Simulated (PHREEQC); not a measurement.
## Copper plating or etch bath (model solution)

Dissolve 0.053 mol/kgw CuSO4, 4.4e-05 mol/kgw HCl and 0.013 mol/kgw KCl at 25 °C. Closed to the air; pH follows from the charge balance.

Equilibrium calculation in PHREEQC: ion-association model, wateq4f.dat.

The pH is 4.50. The ionic strength is 0.133 mol/kgw and the total alkalinity is -0.0440 meq/kg.

```tsv
species	molality	activity	log γ
Cu+2	0.0303	0.0112	-0.433
SO4-2	0.0298	0.0101	-0.471
CuSO4	0.0223	0.0230	0.013
Cl-	0.0127	0.00941	-0.129
K+	0.0122	0.00904	-0.129
KSO4-	0.000831	0.000640	-0.113
CuCl+	0.000378	0.000283	-0.126
HSO4-	4.12e-5	3.12e-5	-0.121
H+	3.91e-5	3.18e-5	-0.090
Cu2(OH)2+2	1.56e-5	5.37e-6	-0.464
CuOH+	4.68e-6	3.50e-6	-0.126
```

No solid was allowed to form. Examples of supersaturated solids here: Antlerite, Brochantite. Others may be too.
